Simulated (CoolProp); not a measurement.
Properties of n-undecane along the isotherm 346.85 °C.

The numbers come from the reference Helmholtz-energy equation of state, Aleksandrov 2011 in CoolProp. It is a short technical equation, of lower accuracy than the large ones.

```csv
p (MPa),phase,density (kg/m³),cp (kJ/(kg K)),cv (kJ/(kg K)),speed of sound (m/s),fugacity coefficient
1.81,liquid,401.9,3.976,2.996,184.5,0.5856
3.62,liquid,442.1,3.555,2.972,287.7,0.3332
5.43,liquid,463.1,3.453,2.963,349.4,0.2507
7.24,liquid,478.1,3.400,2.958,396.9,0.2113
9.05,liquid,490.1,3.367,2.956,436.5,0.1893
10.9,liquid,500.2,3.344,2.954,471.6,0.1760
12.7,liquid,508.8,3.326,2.953,502.1,0.1683
14.5,liquid,516.4,3.313,2.953,529.9,0.1640
16.3,liquid,523.3,3.302,2.953,555.4,0.1620
18.1,liquid,529.5,3.292,2.953,579.2,0.1619
19.9,liquid,535.3,3.285,2.953,601.4,0.1631
```
